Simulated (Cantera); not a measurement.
Charge: 1 mol (CH3)2SiCl2, 0.14 mol HCl, 58 mol H2, equilibrated at 0.100 bar.

Method: chemical equilibrium by Gibbs-energy minimisation in Cantera with the NASA 1993 tables (ideal gas, pure condensed phases). Candidate condensed phases: C, C6H6, C7H8, C8H18, Si, SiC; 109 gas species. The feed counts by its element totals alone. Gases not in the tables: Si2H6 and higher silanes. Kinetics and transport are ignored.

Q: What share of the Si ends up in condensed phases as a function of T (°C), at 1275, 1375, 1475, 1575, 1675, 1775, 1875, 1975, 2075, 2175?

A: 
```tsv
T (°C)	Si condensed (%)	as
1275	99.8	SiC(s)
1375	99.7	SiC(s)
1475	99.5	SiC(s)
1575	99.3	SiC(s)
1675	99.0	SiC(s)
1775	98.4	SiC(s)
1875	96.6	SiC(s)
1975	91.3	SiC(s)
2075	74.9	SiC(s)
2175	26.0	SiC(s)
```
